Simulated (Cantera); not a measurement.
**Thermodynamics of halide evaporation, hydrolysis and transport, feed MgCl2 + H2**

Charge: 1 mol MgCl2, 13 mol H2, at 0.0825 Torr.

These are equilibrium values from Cantera (NASA tables, ideal gas, pure condensed phases), not measurements of a reactor. Candidate condensed phases: Mg, MgCl2; 10 gas species. Rates play no part.

```json
[
 {"T (K)": "925", "x H2": "0.928", "x MgCl2": "0.0713", "x HCl": "0.000187", "x Mg": "9.31e-5", "x H": "2.39e-8", "x MgCl": "8.34e-7"},
 {"T (K)": "975", "x H2": "0.928", "x MgCl2": "0.0712", "x HCl": "0.000406", "x Mg": "0.000202", "x H": "1.05e-7", "x MgCl": "2.05e-6"},
 {"T (K)": "1025", "x H2": "0.928", "x MgCl2": "0.0710", "x HCl": "0.000816", "x Mg": "0.000406", "x H": "4.00e-7", "x MgCl": "4.59e-6"},
 {"T (K)": "1075", "x H2": "0.927", "x MgCl2": "0.0706", "x HCl": "0.00153", "x Mg": "0.000762", "x H": "1.35e-6", "x MgCl": "9.51e-6"},
 {"T (K)": "1125", "x H2": "0.926", "x MgCl2": "0.0700", "x HCl": "0.00272", "x Mg": "0.00135", "x H": "4.08e-6", "x MgCl": "1.84e-5"},
 {"T (K)": "1175", "x H2": "0.924", "x MgCl2": "0.0690", "x HCl": "0.00458", "x Mg": "0.00228", "x H": "1.12e-5", "x MgCl": "3.35e-5"},
 {"T (K)": "1225", "x H2": "0.921", "x MgCl2": "0.0674", "x HCl": "0.00737", "x Mg": "0.00366", "x H": "2.85e-5", "x MgCl": "5.76e-5"},
 {"T (K)": "1275", "x H2": "0.918", "x MgCl2": "0.0653", "x HCl": "0.0114", "x Mg": "0.00564", "x H": "6.73e-5", "x MgCl": "9.41e-5"},
 {"T (K)": "1325", "x H2": "0.912", "x MgCl2": "0.0623", "x HCl": "0.0168", "x Mg": "0.00835", "x H": "0.000149", "x MgCl": "0.000146"},
 {"T (K)": "1375", "x H2": "0.905", "x MgCl2": "0.0584", "x HCl": "0.0241", "x Mg": "0.0119", "x H": "0.000311", "x MgCl": "0.000217"},
 {"T (K)": "1425", "x H2": "0.896", "x MgCl2": "0.0535", "x HCl": "0.0332", "x Mg": "0.0164", "x H": "0.000616", "x MgCl": "0.000307"}
]
```
x: gas mole fraction; nothing condenses.

From 925 K to 1425 K nothing is condensed. The main Mg-bearing gas is MgCl2 throughout.
